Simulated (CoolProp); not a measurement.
Saturation properties of propylene.

Model: reference Helmholtz-energy equation of state, Lemmon 2013, in CoolProp.

```csv
T (K),p (MPa),enthalpy of vaporisation (kJ/kg),liquid cp (kJ/(kg K)),vapour Z,surface tension (mN/m),vapour viscosity (µPa s)
246.1,0.2367,414.7,2.278,___,13.9,6.94
250,0.2732,409.8,2.298,0.9278,13.3,7.05
253.9,0.3138,404.8,2.319,0.9205,___,7.17
257.9,___,399.4,2.341,0.9126,12.2,7.30
261.8,0.4098,394.1,2.365,0.9044,11.7,7.42
265.7,0.4645,388.6,2.389,0.8957,11.2,7.55
269.7,0.5262,382.8,___,0.8864,10.6,7.69
273.6,0.5920,376.9,2.444,0.8767,10.1,7.83
277.5,0.6637,370.8,2.474,0.8666,9.60,7.98
281.5,0.7436,364.4,2.506,0.8556,___,___
285.4,0.8282,357.9,2.540,0.8444,8.57,___
```

Task: Fill in the missing entries.

Result: 
- 246.1, vapour Z: 0.9346
- 253.9, surface tension (mN/m): 12.8
- 257.9, p (MPa): 0.3600
- 269.7, liquid cp (kJ/(kg K)): 2.416
- 281.5, surface tension (mN/m): 9.08
- 281.5, vapour viscosity (µPa s): 8.14
- 285.4, vapour viscosity (µPa s): 8.30

It boils at 225.5 K under 1 atm.

Viscosity comes from a separate model (Huber 2003), an estimate that may be off by 10 % or more. Surface tension comes from a separate correlation (Mulero 2012).
